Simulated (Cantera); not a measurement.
# Thermodynamics of carbon deposition, reforming and gasification, feed C3H6 + H2O

Feed: 1 mol C3H6, 0.099 mol H2O, equilibrated at 1.00 bar.

Method: chemical equilibrium by Gibbs-energy minimisation in Cantera with the NASA 1993 tables (ideal gas, pure condensed phases). Candidate condensed phases: C, C6H6, C7H8, C8H18, H2O; 110 gas species. Equilibrium is a limit: real reactors are often held back by kinetics, nucleation or transport.

From 1025 K to 2075 K the condensed part is C(graphite). The main C-bearing gas is CH4 at 1025 K and CO at 2075 K.

| T (K) | log p H2 | log p CH4 | log p CO | log p H2O | log p H | log p C2H2 (acetylene) | n C(graphite) |
|---|---|---|---|---|---|---|---|
| 1025 | -0.04 | -1.22 | -1.58 | -2.20 | -8.38 | -8.70 | 2.74 |
| 1175 | -0.02 | -1.76 | -1.52 | -3.00 | -6.92 | -7.22 | 2.85 |
| 1325 | -0.02 | -2.21 | -1.51 | -3.67 | -5.79 | -6.09 | 2.88 |
| 1475 | -0.01 | -2.57 | -1.51 | -4.21 | -4.89 | -5.19 | 2.89 |
| 1625 | -0.01 | -2.86 | -1.51 | -4.65 | -4.16 | -4.46 | 2.90 |
| 1775 | -0.01 | -3.11 | -1.51 | -5.01 | -3.55 | -3.86 | 2.90 |
| 1925 | -0.01 | -3.31 | -1.51 | -5.32 | -3.03 | -3.35 | 2.90 |
| 2075 | -0.02 | -3.49 | -1.51 | -5.58 | -2.58 | -2.92 | 2.89 |
log p: log10 of the partial pressure in bar; n: condensed amount in mol.
